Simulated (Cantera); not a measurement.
A closed system holds: 1 mol C3H8, 0.39 mol O2, at 0.458 Torr.

Method: chemical equilibrium by Gibbs-energy minimisation in Cantera with the NASA 1993 tables (ideal gas, pure condensed phases). Candidate condensed phases: C, C6H6, C7H8, C8H18, H2O; 131 gas species. Ions and electrons are included (thermal ionisation). Rates play no part.

Q: At 5000 K, list the 4 most abundant gas species with their mole fractions, and the condensed phases.

A: H 0.705, C 0.224, CO 0.0389, O 0.0298. Condensed: gas only.
